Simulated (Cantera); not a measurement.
**Halide evaporation, hydrolysis and transport: CaF2 + H2O + N2**

A closed system holds: 1 mol CaF2, 0.13 mol H2O, 2.7 mol N2, held at 100000 Pa.

Method: chemical equilibrium by Gibbs-energy minimisation in Cantera with the NASA 1993 tables (ideal gas, pure condensed phases). Candidate condensed phases: Ca, CaF2, CaO, Ca(OH)2, H2O; 47 gas species. Mutual solubility and eutectic melting of coexisting phases are not modelled. Rates play no part.

```json
[
 {"T (K)": "1000", "x N2": "0.954", "x H2O": "0.0459", "x HF": "1.29e-5", "x CaF2": "<1e-12", "x H2": "3.52e-8", "x NO": "8.56e-9", "x OH": "1.23e-9", "n CaF2(s)": "1.000", "n CaO(s)": "1.83e-5", "n CaF2(l)": "0"},
 {"T (K)": "1150", "x N2": "0.954", "x H2O": "0.0459", "x HF": "0.000117", "x CaF2": "9.49e-11", "x H2": "4.81e-7", "x NO": "1.29e-7", "x OH": "2.98e-8", "n CaF2(s)": "1.000", "n CaO(s)": "0.000165", "n CaF2(l)": "0"},
 {"T (K)": "1300", "x N2": "0.954", "x H2O": "0.0456", "x HF": "0.000620", "x CaF2": "1.44e-8", "x H2": "3.61e-6", "x NO": "1.04e-6", "x OH": "3.47e-7", "n CaF2(s)": "0.999", "n CaO(s)": "0.000877", "n CaF2(l)": "0"},
 {"T (K)": "1450", "x N2": "0.953", "x H2O": "0.0447", "x HF": "0.00226", "x CaF2": "7.23e-7", "x H2": "1.79e-5", "x NO": "5.41e-6", "x OH": "2.40e-6", "n CaF2(s)": "0.997", "n CaO(s)": "0.00320", "n CaF2(l)": "0"},
 {"T (K)": "1600", "x N2": "0.951", "x H2O": "0.0427", "x HF": "0.00611", "x CaF2": "1.58e-5", "x H2": "6.45e-5", "x NO": "2.04e-5", "x OH": "1.13e-5", "n CaF2(s)": "0.991", "n CaO(s)": "0.00867", "n CaF2(l)": "0"},
 {"T (K)": "1750", "x N2": "0.948", "x H2O": "0.0390", "x HF": "0.0128", "x CaF2": "0.000177", "x H2": "0.000182", "x NO": "5.99e-5", "x OH": "3.95e-5", "n CaF2(s)": "0", "n CaO(s)": "0.0182", "n CaF2(l)": "0.981"},
 {"T (K)": "1900", "x N2": "0.942", "x H2O": "0.0340", "x HF": "0.0217", "x CaF2": "0.00118", "x H2": "0.000418", "x NO": "0.000145", "x OH": "0.000108", "n CaF2(s)": "0", "n CaO(s)": "0.0311", "n CaF2(l)": "0.965"},
 {"T (K)": "2050", "x N2": "0.932", "x H2O": "0.0277", "x HF": "0.0324", "x CaF2": "0.00580", "x H2": "0.000808", "x NO": "0.000298", "x OH": "0.000242", "n CaF2(s)": "0", "n CaO(s)": "0.0468", "n CaF2(l)": "0.936"}
]
```
x: gas mole fraction; n: condensed amount in mol.

From 1000 K to 1600 K the condensed part is CaF2(s) + CaO(s). From 1750 K to 2050 K the condensed part is CaF2(l) + CaO(s).
